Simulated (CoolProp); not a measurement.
A closed Brayton cycle with carbon dioxide: compressor inlet 328.15 K and 8.3 MPa, high pressure 22.3 MPa, turbine inlet 705 K, compressor efficiency 0.85, turbine efficiency 0.93, recuperator effectiveness 0.9 (on enthalpy, no pinch check). Each further row changes one setting.

Values from CoolProp's reference Helmholtz-energy equation of state, Span 1996.

| case | thermal efficiency (%) | net work (kJ/kg) | compressor to turbine work | compressor exit (K) | turbine exit (K) |
|---|---|---|---|---|---|
| as stated | 28.6 | 58.6 | 0.47 | 412.9 | 593.9 |
| turbine inlet 655 K | 25.7 | [?] | 0.52 | 412.9 | 548.2 |
| compressor inlet 338.15 K | 27.0 | 52.6 | 0.53 | [?] | 593.9 |
| high pressure 19 MPa | [?] | [?] | [?] | 398.8 | [?] |
| recuperator effectiveness 0.5 | [?] | 58.6 | 0.47 | 412.9 | 593.9 |

Q: Complete the blanks.

A: 
- turbine inlet 655 K, net work (kJ/kg): 48.8
- compressor inlet 338.15 K, compressor exit (K): 428.3
- high pressure 19 MPa, thermal efficiency (%): 28.2
- high pressure 19 MPa, net work (kJ/kg): 52.1
- high pressure 19 MPa, compressor to turbine work: 0.45
- high pressure 19 MPa, turbine exit (K): 611.5
- recuperator effectiveness 0.5, thermal efficiency (%): 20.4
